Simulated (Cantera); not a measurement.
Equilibrium for abatement and gas-phase synthesis: HF + H₂

Charge: 1 mol HF, 0.36 mol H₂, at 1448.15 K and 970000 Pa.

These are equilibrium values from Cantera (NASA tables, ideal gas, pure condensed phases), not measurements of a reactor. Equilibrium is a limit: real reactors are often held back by kinetics, nucleation or transport.

```json
{
 "x(HF)": "0.735",
 "x(H₂)": "0.265",
 "x(H₂F₂)": "7.26e-5",
 "x(H)": "1.53e-6",
 "gas_amount": "1.360 mol"
}
```
